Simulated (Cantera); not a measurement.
**Ammonia decomposition in nitride growth gas**

An isothermal, constant-pressure homogeneous reactor starts with NH3 : N2 = 1 : 2.6 (molar parts), at 2300 K and 0.0132 atm.

Model: the gas-phase N/H chemistry of the illustrative SiF4/NH3 mechanism in the Surface Chemkin manual (1991), integrated in Cantera. Walls and surfaces, which speed up NH3 decomposition in real reactors, are not modelled.

```tsv
t (s)	x NH3	x N	x N2H4	x N2H2	x NH2	x H2	x NH
0.000200	0.277	7.34e-10	5.09e-11	2.45e-8	0.000261	0.000129	3.89e-7
0.000434	0.277	7.99e-9	2.42e-10	1.46e-7	0.000568	0.000290	2.21e-6
0.000941	0.276	5.57e-8	1.10e-9	8.78e-7	0.00121	0.000692	9.83e-6
0.00204	0.274	2.44e-7	4.29e-9	4.12e-6	0.00239	0.00214	2.83e-5
0.00443	0.268	1.06e-6	8.41e-9	9.68e-6	0.00334	0.00848	5.47e-5
0.00960	0.253	3.00e-6	6.85e-9	9.93e-6	0.00302	0.0261	7.16e-5
0.0208	0.224	5.98e-6	4.42e-9	8.18e-6	0.00242	0.0608	8.24e-5
0.0452	0.174	8.92e-6	2.49e-9	5.75e-6	0.00182	0.120	8.52e-5
0.0980	0.105	1.05e-5	1.06e-9	3.01e-6	0.00119	0.202	7.51e-5
0.213	0.0400	1.04e-5	2.49e-10	9.33e-7	0.000575	0.278	5.25e-5
0.461	0.00640	9.06e-6	1.84e-11	1.13e-7	0.000156	0.317	2.57e-5
1.00	0.000106	4.87e-6	<1e-12	8.32e-10	8.16e-6	0.321	4.34e-6
```
x: mole fraction; the columns are a selection and need not sum to one.

Equilibrium at this temperature and pressure: NH3 2.27e-8, N 2.73e-7, N2H4 <1e-12, N2H2 <1e-12, NH2 1.12e-8, H2 0.296, NH 3.81e-8 (gas phase only).
